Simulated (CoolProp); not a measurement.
Vapour-liquid equilibrium of ethane (1) + n-pentane (2) at 2.7 bar; x and y are mole fractions of (1).

The numbers come from the multi-fluid Helmholtz-energy mixture model, Bücker 2006 and Thol 2019; pair parameters Kunz 2012 in CoolProp.

Question: Give the bubble temperature and the first vapour's composition at x = 0.35, 0.65, 0.8. Is there an azeotrope?

Answer: x = 0.35: 231.5 K, y = 0.993; x = 0.65: 215.0 K, y = 0.999; x = 0.8: 210.2 K, y = 0.999. No azeotrope shows between x = 0.05 and 0.95.

The pair parameters rest on a limited set of measurements; away from them the model extrapolates. The gap from Raoult's law changes sign with composition, which may be real or a fault of the pair parameters; it wasn't checked against measurements.
